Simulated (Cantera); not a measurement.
A perfectly stirred reactor is fed with C₃H₈ : O₂ : N₂ : CO₂ : H₂ = 1 : 2.78 : 8.89 : 1.7 : 0.085 (molar parts), equivalence ratio 1.8, at 10.0 bar; it is adiabatic with a 425 K inlet, and is followed from long to short residence time, starting on the burning branch (τ in s: 0.46, 0.12, 0.031, 0.008, 0.0021, 0.00054, 0.00014, 3.6e-05, 9.4e-06).

Cantera simulation using GRI-Mech 3.0 (53 species, 325 reactions); the numbers are that mechanism's predictions, not measurements. GRI-Mech 3.0 was tuned for natural gas; its chemistry of propane as a main component is partial and can be far from experiment.

x: mole fraction; the columns are a selection and need not sum to one.

```
τ (s)    T (K)    x C₃H₈      x O₂   x CO₂     x N₂O     x CH₃    x CH₄       x HO₂
-------  -----  --------  --------  ------  --------  --------  -------  ----------
0.46      1768   4.35e-7   9.87e-5  0.0993  2.77e-10   2.97e-5  0.00385  (withheld)
0.12      1783   1.43e-6  0.000305   0.105  7.79e-10   5.88e-5  0.00566  (withheld)
0.031     1792   4.84e-6  0.000874   0.112   2.20e-9  0.000109  0.00726  (withheld)
0.0080    1788   1.73e-5   0.00224   0.117   6.10e-9  0.000188  0.00835  (withheld)
0.0021    1765   6.54e-5   0.00524   0.120   1.60e-8  0.000306  0.00933  (withheld)
0.00054   1703  0.000304    0.0129   0.121   4.29e-8  0.000470   0.0117  (withheld)
0.00014    425    0.0692     0.192   0.118    <1e-12    <1e-12   <1e-12      <1e-12
3.6e-5     425    0.0692     0.192   0.118    <1e-12    <1e-12   <1e-12      <1e-12
9.4e-6     425    0.0692     0.192   0.118    <1e-12    <1e-12   <1e-12      <1e-12
```

**Question.** Some entries are withheld; supply them.

**Answer.** 
- 0.46, x HO₂: 2.90e-8
- 0.12, x HO₂: 9.95e-8
- 0.031, x HO₂: 3.44e-7
- 0.0080, x HO₂: 1.22e-6
- 0.0021, x HO₂: 4.45e-6
- 0.00054, x HO₂: 1.83e-5
